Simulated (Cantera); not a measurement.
Feed: 1 mol H₂S, 1.4 mol O₂, at 2252 °C and 0.330 bar.

Equilibrium computed with Cantera from the NASA thermochemical tables; the gas is ideal and each condensed phase is pure. Candidate condensed phases: H₂O, H₂SO₄, S; 19 gas species. Kinetics and transport are ignored.

Base state: SO₂ 0.429, H₂O 0.417, H₂ 0.0557, SO 0.0550, OH 0.0184, H 0.0115, O₂ 0.00762, O 0.00249 (mole fractions); condensed: gas only.

Task: What changes in the equilibrium state with this change: O₂ from 1.4 to 0.11 mol?

Result: 
| species | before | after |
|---|---|---|
| H₂ | 0.0557 | 0.473 |
| S₂ | 0.000431 | 0.235 |
| H₂O | 0.417 | 0.0912 |
| SO₂ | 0.429 | 0.00666 |
| H₂S | 0.000127 | 0.0251 |
| SH | 0.000879 | 0.0597 |
| S | 0.00176 | 0.0410 |
| OH | 0.0184 | 0.00138 |
| H | 0.0115 | 0.0336 |
| SO | 0.0550 | 0.0331 |
| SO₃ | 3.80e-5 | 1.52e-8 |
| O₂ | 0.00762 | 5.07e-6 |

Task: What changes in the equilibrium state with this change: temperature from 2252 °C to 2575 °C?

Result: 
```tsv
species	before	after
SO₂	0.429	0.337
H₂O	0.417	0.318
SO	0.0550	0.0988
O	0.00249	0.0222
O₂	0.00762	0.0379
H	0.0115	0.0459
OH	0.0184	0.0575
H₂	0.0557	0.0744
HO₂	1.97e-6	1.19e-5
S	0.00176	0.00636
SH	0.000879	0.00167
```
